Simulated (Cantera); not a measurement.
An isothermal, constant-pressure homogeneous reactor starts with H2 : O2 = 0.14 : 1 (molar parts), at 1398 K and 0.00405 atm. Integrator tolerance rtol = 1e-08.

Model: GRI-Mech 3.0 (53 species, 325 reactions), integrated in Cantera. Radical loss at walls, strong at low pressure, is not modelled. The temperature is held fixed by assumption; the heat of reaction is taken as removed at once.

Task: What does this change do: O2 1 to 3.8 parts?

Result: 
```
quantity                                             before                                      after
----------------  -----------------------------------------  -----------------------------------------
x(H2) at 100 s      9.94e-7 (gas-phase equilibrium 9.66e-7)    4.44e-7 (gas-phase equilibrium 2.53e-7)
x(O2) at 100 s          0.869 (gas-phase equilibrium 0.869)        0.964 (gas-phase equilibrium 0.964)
x(HO2) at 100 s     7.38e-8 (gas-phase equilibrium 7.46e-8)    3.41e-8 (gas-phase equilibrium 4.24e-8)
x(H) at 100 s       7.63e-8 (gas-phase equilibrium 7.31e-8)    8.69e-8 (gas-phase equilibrium 3.75e-8)
x(H2O2) at 100 s  8.68e-10 (gas-phase equilibrium 8.61e-10)  3.26e-10 (gas-phase equilibrium 2.51e-10)
x(O) at 100 s       1.38e-5 (gas-phase equilibrium 1.34e-5)    2.48e-5 (gas-phase equilibrium 1.42e-5)
x(OH) at 100 s    0.000198 (gas-phase equilibrium 0.000195)  0.000139 (gas-phase equilibrium 0.000105)
```
